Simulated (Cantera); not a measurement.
A Cantera script and what it prints.

```python
import numpy as np
import cantera as ct

gas_names = """
    AL ALH ALN ALO ALOH ALO2 ALO2H AL2 AL2O AL2O2 H HALO HNO HNO2 HNO3 HO2 H2 H2O H2O2 N NH NH2 NH3
    NH2OH NO NO2 NO3 N2 N2H2 N2H4 N2O O OH O2 O3
""".split()
cond_names = """
    AL(cr) AL(L) ALN(s) AL2O3(a) AL2O3(L) H2O(s) H2O(L)
""".split()


# ... load() reads the species with a 1 bar reference pressure and builds the phases ...
atoms = {
    'Al': {'AL': 1},
    'H2O': {'H': 2, 'O': 1},
    'N2': {'N': 2},
}
top_T = {'ALN(s)': 2750}  # K; cautious upper limits of use, not melting points


# ... equilibrate(T, P, feed) seeds the gas with the atoms and calls Mixture.equilibrate('TP', solver="vcs", rtol=1e-11, max_steps=5000) ...
results = []
feed = {'Al': 1, 'H2O': 0.46, 'N2': 0.05}  # mol
T = 700  # K
P = 1333.22  # Pa
mix = equilibrate(T, P, feed)
results.append((T, P, feed, dict(zip(mix.species_names, mix.species_moles))))
print(gas.report(threshold=0.001))
for i in range(1, mix.n_phases):
    print(f"{mix.phase(i).name:16s} {mix.phase_moles(i):12.5e} mol")
```

It prints:

```
       temperature   700 K
          pressure   1333.2 Pa
           density   0.00046181 kg/m^3
  mean mol. weight   2.016 kg/kmol
   phase of matter   gas

                          1 kg             1 kmol
                     ---------------   ---------------
          enthalpy        5.8289e+06        1.1751e+07  J
   internal energy        2.9419e+06        5.9309e+06  J
           entropy             95000        1.9152e+05  J/K
    Gibbs function       -6.0671e+07       -1.2231e+08  J
 heat capacity c_p             14556             29344  J/K
 heat capacity c_v             10432             21030  J/K

                      mass frac. Y      mole frac. X     chem. pot. / RT
                     ---------------   ---------------   ---------------
                H2                 1                 1           -21.016
     [  +34 minor]        4.2567e-13        2.4169e-13

AL(cr)            5.93333e-01 mol
ALN(s)            1.00000e-01 mol
AL2O3(a)          1.53333e-01 mol
```

Cantera equilibrium calculation (NASA polynomials, part measured and part estimated; ideal gas, pure solids and liquids).
